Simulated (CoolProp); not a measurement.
Vapour-liquid equilibrium of carbon dioxide (1) + hydrogen sulfide (2) at 1470 kPa; x and y are mole fractions of (1).

Values from CoolProp's multi-fluid Helmholtz-energy mixture model, Span 1996 and Lemmon 2006; pair parameters Kunz 2012.

| x | bubble temperature (K) | y at the bubble point | dew temperature at overall composition x (K) | liquid density (mol/L) |
|---|---|---|---|---|
| 0.05 | 277.6 | … | 283.9 | 24.13 |
| 0.15 | 266.3 | 0.468 | 280.1 | 24.69 |
| 0.25 | … | 0.600 | 276.1 | 24.80 |
| 0.35 | … | 0.678 | 271.8 | 24.64 |
| 0.45 | 252.1 | 0.731 | 267.2 | 24.32 |
| 0.55 | 250.0 | 0.773 | 262.1 | 23.97 |
| 0.65 | 248.2 | 0.812 | … | 23.67 |
| 0.75 | 246.7 | 0.853 | 251.1 | 23.52 |
| 0.85 | 245.5 | 0.901 | 246.9 | 23.60 |
| 0.95 | 244.4 | 0.962 | 244.6 | … |

Q: Some entries are withheld; supply them.

A: 
- 0.05, y at the bubble point: 0.214
- 0.25, bubble temperature (K): 259.4
- 0.35, bubble temperature (K): 255.1
- 0.65, dew temperature at overall composition x (K): 256.6
- 0.95, liquid density (mol/L): 24.00

No azeotrope shows between x = 0.05 and 0.95.

Pair parameters are fitted to limited data, so mixtures are less certain than the pure fluids.
